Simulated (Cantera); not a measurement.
Input: 1 mol Ti(OiPr)4, 0.18 mol C3H8, 6.2 mol H2, at 1527 °C and 0.0133 bar.

These are equilibrium values from Cantera (NASA tables, ideal gas, pure condensed phases), not measurements of a reactor. Candidate condensed phases: C, C6H6, C7H8, C8H18, H2O, Ti, TiC, TiO, TiO2, Ti2O3, Ti3O5, Ti4O7; 113 gas species. The feed counts by its element totals alone. TiC: taken at fixed stoichiometry. Rates play no part.

Base state: H2 0.837, CO 0.160, H 0.00284, C2H2 (acetylene) 0.000147 (mole fractions); condensed: C(graphite) + TiC(s).

**Question.** What changes in the equilibrium state with this change: Ti(OiPr)4 replaced by Ti?

**Answer.** 
| species | before | after |
|---|---|---|
| H2 | 0.837 | 0.997 |
| H | 0.00284 | 0.00310 |
| Ti | <1e-9 | 3.67e-5 |
| CO | 0.160 | 0 |
| C2H2 (acetylene) | 0.000147 | <1e-9 |
| C(graphite), mol | 7.53 | 0 |
| TiC(s), mol | 1.00 | 0.540 |
| Ti(β), mol | 0 | 0.460 |
Mutual solubility and eutectic melting of coexisting phases are not modelled. Condensed phases not in the tables: N, O or C dissolved in the metal.
